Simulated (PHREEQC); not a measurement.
Dissolve 0.015 mol K2CO3 and 0.0053 mol CO2 per kg of water at 25 °C. Closed to the air; pH follows from the charge balance.

Model: ion-association model, phreeqc.dat, run in PHREEQC.

Each row changes one thing in this solution. Precipitation was switched off in this run.

```tsv
case	pH	ionic strength (mol/kgw)	HCO3- (mol/kgw)	CO3-2 (mol/kgw)	CO2 (mol/kgw)
as made	10.05	0.0396	0.0107	0.00956	1.78e-6
0.00018 mol/kgw KOH added	10.07	0.0399	0.0106	0.00974	1.69e-6
CO2 from 0.0053 to 0.00583 mol/kgw	9.99	0.0391	0.0118	0.00905	2.26e-6
0.011 mol/kgw Na2SO4 added	9.95	0.0673	0.0106	0.00824	2.16e-6
diluted 100-fold with water	9.72	0.000342	0.000160	4.24e-5	6.68e-8
K2CO3 left out	4.32	4.87e-5	4.87e-5	4.84e-11	0.00525
temperature from 25 to 45 °C	9.89	0.0393	0.0110	0.00932	2.27e-6
diluted 10-fold with water	10.09	0.00384	0.00119	0.000837	2.04e-7
```

At this temperature some constants are extrapolated from 25 °C, and those without enthalpy data are left unchanged.
